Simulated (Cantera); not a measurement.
A closed system holds: 1 mol CCl4, 0.024 mol HCl, 0.063 mol CH4, equilibrated at 3173.15 K.

Cantera equilibrium calculation (NASA polynomials, part measured and part estimated; ideal gas, pure solids and liquids). Candidate condensed phases: C, C6H6, C7H8, C8H18; 91 gas species. Rates play no part.

**Question.** What share of the C ends up in condensed phases as a function of P (Pa), at 1, 6.80, 46, 320, 2200, 15000, 100000?

**Answer.** 
```csv
P (Pa),C condensed (%),as
1,0.0,-
6.80,0.0,-
46,0.0,-
320,0.0,-
2200,0.0,-
15000,83.2,C(graphite)
100000,97.1,C(graphite)
```
